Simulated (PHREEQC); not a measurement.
Dissolve 8.8 mmol/kgw PbCl2, 3.8 mmol/kgw HNO3 and 0.17 mmol/kgw Na2SO4 at 25 °C and 500 atm. Closed to the air; pH follows from the charge balance.

Computed with PHREEQC (ion-association model, phreeqc.dat).

This is a speciation only: nothing precipitates in the calculation.

Problem. Order these Pb species by the share of Pb that they hold, largest first: PbSO4, PbCl+, PbNO3+, PbCl2, Pb+2.

Solution. Pb+2 (73 %), PbCl+ (23 %), PbNO3+ (2.9 %), PbSO4 (0.96 %), PbCl2 (0.37 %)

The pH is 2.48 and the ionic strength 0.0257 mol/kgw. Under pressure, the constants of complexes without a molar volume in the database are unreliable.
